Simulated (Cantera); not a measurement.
# Premixed flame

A freely propagating, adiabatic, planar premixed flame of 41.6 % H2, 12.2 % O2, 46.2 % N2, unburnt at 700 K and 5.50 bar; mixture-averaged transport, grid criteria slope 0.08 and curve 0.16, no radiation.

Computed with Cantera and the H2/O2 subset of GRI-Mech 3.0, which has no nitrogen chemistry. The hydrogen kinetics of GRI-Mech 3.0 are dated; newer H2 mechanisms differ, most at raised pressure. Burning velocities carry a grid error of a few per cent, more on coarse grids.

| z (mm) | T (K) | u (m/s) | x H2 | x O2 | x O | x OH | x H | x HO2 |
|---|---|---|---|---|---|---|---|---|
| -0.160 | 700 | 12.5 | 0.416 | 0.122 | <1e-8 | <1e-8 | <1e-8 | <1e-8 |
| -0.107 | 700 | 12.5 | 0.416 | 0.122 | <1e-8 | <1e-8 | <1e-8 | <1e-8 |
| -0.0800 | 700 | 12.5 | 0.416 | 0.122 | <1e-8 | <1e-8 | <1e-8 | 2.85e-8 |
| -0.0534 | 700 | 12.5 | 0.416 | 0.122 | 1.14e-8 | <1e-8 | 1.05e-7 | 2.60e-6 |
| -0.0267 | 734 | 13.0 | 0.409 | 0.122 | 1.62e-5 | 8.41e-5 | 0.000262 | 0.000564 |
| -0.0133 | 982 | 16.8 | 0.373 | 0.115 | 0.000426 | 0.00105 | 0.00633 | 0.000611 |
| 0 | 1412 | 23.5 | 0.287 | 0.0804 | 0.00295 | 0.00330 | 0.0321 | 0.000296 |
| 0.0133 | 1729 | 28.4 | 0.206 | 0.0326 | 0.00430 | 0.00672 | 0.0581 | 0.000114 |
| 0.0267 | 1888 | 30.8 | 0.175 | 0.0111 | 0.00348 | 0.00850 | 0.0646 | 3.72e-5 |
| 0.0534 | 2033 | 32.9 | 0.168 | 0.00246 | 0.00239 | 0.00924 | 0.0572 | 8.28e-6 |
| 0.107 | 2167 | 34.8 | 0.174 | 0.000999 | 0.00148 | 0.00847 | 0.0428 | 3.53e-6 |
| 0.213 | 2281 | 36.3 | 0.180 | 0.000508 | 0.000767 | 0.00681 | 0.0294 | 1.82e-6 |
| 0.427 | 2368 | 37.4 | 0.184 | 0.000223 | 0.000338 | 0.00488 | 0.0189 | 7.96e-7 |
x: mole fraction of selected species; z is measured from the peak of heat release.

| Quantity | Value |
|---|---|
| laminar burning velocity | 1250 cm/s |
| thermal thickness | 0.0534 mm |
| peak x(O) | 0.00433 |
| peak x(OH) | 0.00925 |
| peak x(H) | 0.0646 |
| peak x(HO2) | 0.000803 |
